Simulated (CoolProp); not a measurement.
Vapour-liquid equilibrium of R134a (1) + n-butane (2) at 0.224 MPa; x and y are mole fractions of (1).

Model: multi-fluid Helmholtz-energy mixture model, Tillner-Roth 1994 and Bücker 2006; pair parameters Bell 2016, in CoolProp.

```csv
x,bubble temperature (K),y at the bubble point,dew temperature at overall composition x (K),liquid density (mol/L)
0.05,281.3,0.390,293.9,10.23
0.2,266.7,0.674,288.8,10.69
0.35,264.0,0.720,283.0,10.98
0.5,263.5,0.731,276.2,11.29
0.65,263.3,0.743,268.1,11.68
0.8,263.2,0.780,263.3,12.17
0.95,264.5,0.905,265.2,12.74
```

y crosses x between x = 0.65 and 0.8: the model has an azeotrope there.

The pair parameters rest on a limited set of measurements; away from them the model extrapolates. With so large a gap from Raoult's law the liquid may split in two, which this calculation doesn't test in full.
